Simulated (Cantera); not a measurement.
Input: 1 mol AlN, 5.7 mol N2, equilibrated at 13.3 mbar.

Equilibrium computed with Cantera from the NASA thermochemical tables; the gas is ideal and each condensed phase is pure. Candidate condensed phases: Al, AlN; 5 gas species. Kinetics and transport are ignored.

Over these rows the condensed part is AlN(s). Partial pressures as log10 of bar:

```
T (K)  1000/T (1/K)  log p Al  log p N2
-----  ------------  --------  --------
1600         0.6250     -7.89     -1.88
1650         0.6061     -7.26     -1.88
1700         0.5882     -6.67     -1.88
1750         0.5714         ?     -1.88
1800         0.5556     -5.58     -1.88
1850         0.5405     -5.09     -1.88
```

Q: Fit log p(Al) = a + b·(1000/T) to the five rows, give the apparent enthalpy, and predict the row at 1750 K.

A: Means: 1000/T = 0.5831, log p = -6.498. Sxy = -0.161954, Sxx = 0.0048816, so b = -33.18 and a = -6.498 − (-33.18)×0.5831 = 12.85.
Apparent enthalpy: −19.145 × (-33.18) = 635 kJ/mol. With the condensed phases at unit activity, AlN(s) = Al(g) + 1/2 N2(g) links this pressure to the main gases: over the six rows their terms move log p by +0.00 in all, so the slope is close to that reaction's ΔH°. The five rows lie within 0.01 of the line.
Prediction at 1750 K: 12.85 + (-33.18)×0.5714 = -6.11. The computed value is -6.11, 0.00 from the line.
